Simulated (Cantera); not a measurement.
# Si3N4 + F2 + H2 (nitride etching)

Input: 1 mol Si3N4, 3.5 mol F2, a varied amount of H2, equilibrated at 46.0 mbar.

Method: chemical equilibrium by Gibbs-energy minimisation in Cantera with the NASA 1993 tables (ideal gas, pure condensed phases). Candidate condensed phases: Si, Si3N4; 37 gas species. Mutual solubility and eutectic melting of coexisting phases are not modelled. The tables' values for SiF2, SiF3 are old estimates. Kinetics and transport are ignored.

Question: Map the stable condensed phases over T = 1025, 1075, 1125, 1175, 1225, 1275, 1325, 1375, 1425, 1475, 1525 °C and n(H2) in mol = 0.72, 1.4, 2.6, 5, 9.6, 18, 35, 67.

Answer: 
```
T in °C \ n(H2) in mol
         0.72  1.4  2.6    5  9.6   18   35   67
   1525     A    A    A    B    C    C    C    C
   1475     A    A    A    A    A    B    C    C
   1425     A    A    A    A    A    A    A    C
   1375     A    A    A    A    A    A    A    A
   1325     A    A    A    A    A    A    A    A
   1275     A    A    A    A    A    A    A    A
   1225     A    A    A    A    A    A    A    A
   1175     A    A    A    A    A    A    A    A
   1125     A    A    A    A    A    A    A    A
   1075     A    A    A    A    A    A    A    A
   1025     A    A    A    A    A    A    A    A
```
A: Si3N4; B: Si + Si3N4; C: Si.
